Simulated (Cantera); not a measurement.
What does this Cantera script print?

```python
import numpy as np
import cantera as ct

gas = ct.Solution("gri30.yaml")
gas.TPX = 500, 101325, {'CH4': 1, 'O2': 1.67, 'N2': 6.27, 'H2O': 0.65}
flame = ct.FreeFlame(gas, width=0.04)
flame.set_refine_criteria(ratio=3, slope=0.08, curve=0.16)
flame.transport_model = "mixture-averaged"
flame.solve(loglevel=0, auto=True)
z, T = flame.grid, flame.T
thick = (T[-1] - T[0]) / np.gradient(T, z).max()
show = ['CH4', 'O2', 'H2O', 'CO', 'CH2', 'O']
print(f"laminar burning velocity  {flame.velocity[0] * 100:.3f} cm/s")
print(f"burnt temperature         {T[-1]:.1f} K")
print(f"thermal thickness         {thick * 1e3:.4f} mm")
print(f"grid points               {len(z)}")
z0 = z[flame.heat_release_rate.argmax()]
print(f"{'z/mm':>9s}{'T/K':>9s}{'u/(m/s)':>9s}" + "".join(f"{s:>11s}" for s in show))
rows = []
for k in (-3, -2, -1.5, -1, -0.5, -0.25, 0, 0.25, 0.5, 1, 2, 4, 8):
    zz = z0 + k * thick
    rows.append([k * thick, np.interp(zz, z, T), np.interp(zz, z, flame.velocity),
                 *(np.interp(zz, z, flame.X[gas.species_index(s)]) for s in show)])
    print(f"{rows[-1][0] * 1e3:9.3f}{rows[-1][1]:9.1f}{rows[-1][2]:9.3f}" + "".join(f"{x:11.3e}" for x in rows[-1][3:]))
```

Output:

```
laminar burning velocity  63.842 cm/s
burnt temperature         2154.8 K
thermal thickness         0.4537 mm
grid points               147
     z/mm      T/K  u/(m/s)        CH4         O2        H2O         CO        CH2          O
   -1.361    500.3    0.640  1.040e-01  1.738e-01  6.770e-02  5.284e-06  1.369e-18  1.382e-12
   -0.907    503.4    0.646  1.035e-01  1.731e-01  6.795e-02  6.280e-05  1.122e-15  5.395e-11
   -0.681    516.8    0.666  1.021e-01  1.716e-01  6.951e-02  3.421e-04  1.534e-13  7.283e-10
   -0.454    606.5    0.789  9.549e-02  1.647e-01  7.973e-02  2.606e-03  6.238e-11  2.997e-08
   -0.227   1048.0    1.387  6.500e-02  1.267e-01  1.261e-01  1.797e-02  1.148e-07  7.087e-06
   -0.113   1443.1    1.930  3.518e-02  8.537e-02  1.672e-01  3.595e-02  6.122e-06  7.058e-05
    0.000   1794.0    2.418  8.615e-03  4.015e-02  2.056e-01  5.347e-02  5.646e-05  3.710e-04
    0.113   1944.4    2.619  7.328e-04  1.491e-02  2.233e-01  5.456e-02  2.762e-05  8.908e-04
    0.227   1984.3    2.663  3.429e-05  6.702e-03  2.271e-01  4.799e-02  2.271e-06  1.119e-03
    0.454   2017.2    2.695  1.152e-07  3.434e-03  2.274e-01  4.142e-02  1.081e-08  9.852e-04
    0.907   2054.0    2.736  1.893e-11  2.243e-03  2.292e-01  3.920e-02  2.834e-12  6.821e-04
    1.815   2092.3    2.781  1.734e-14  1.299e-03  2.324e-01  3.882e-02  3.759e-15  3.821e-04
    3.630   2123.6    2.818  1.906e-14  6.029e-04  2.353e-01  3.861e-02  2.580e-15  1.714e-04
```

Detailed kinetics in Cantera: GRI-Mech 3.0 (53 species, 325 reactions). Burning velocities carry a grid error of a few per cent, more on coarse grids.
